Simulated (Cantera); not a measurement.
Cantera run:

```python
import numpy as np
import cantera as ct

gas_names = """
    H H2 N NH NH2 NH3 N2 N2H2 N2H4 V VN
""".split()
cond_names = """
    V(cr) V(L) VN(s)
""".split()


# ... load() reads the species with a 1 bar reference pressure and builds the phases ...
atoms = {
    'V': {'V': 1},
    'NH3': {'N': 1, 'H': 3},
}
top_T = {'VN(s)': 2300}  # K; cautious upper limits of use, not melting points


# ... equilibrate(T, P, feed) seeds the gas with the atoms and calls Mixture.equilibrate('TP', solver="vcs", rtol=1e-11, max_steps=5000) ...
results = []
feed = {'V': 1, 'NH3': 1.4}  # mol
T = 1125  # K
P = 1000  # Pa
mix = equilibrate(T, P, feed)
results.append((T, P, feed, dict(zip(mix.species_names, mix.species_moles))))
print(gas.report(threshold=1e-06))
for i in range(1, mix.n_phases):
    print(f"{mix.phase(i).name:16s} {mix.phase_moles(i):12.5e} mol")
```

It prints:

```
       temperature   1125 K
          pressure   1000 Pa
           density   0.00045722 kg/m^3
  mean mol. weight   4.2767 kg/kmol
   phase of matter   gas

                          1 kg             1 kmol
                     ---------------   ---------------
          enthalpy        5.7496e+06        2.4589e+07  J
   internal energy        3.5624e+06        1.5235e+07  J
           entropy             50502        2.1598e+05  J/K
    Gibbs function       -5.1065e+07       -2.1839e+08  J
 heat capacity c_p            7241.9             30972  J/K
 heat capacity c_v            5297.8             22657  J/K

                      mass frac. Y      mole frac. X     chem. pot. / RT
                     ---------------   ---------------   ---------------
                H2            0.4304           0.91304           -22.502
                N2            0.5696          0.086956           -32.222
     [   +9 minor]        2.9437e-06        1.1387e-06

V(cr)             0.00000e+00 mol
VN(s)             1.00000e+00 mol
```

Equilibrium computed with Cantera from the NASA thermochemical tables; the gas is ideal and each condensed phase is pure. VN: taken at fixed stoichiometry. Condensed phases not in the tables: V2N.
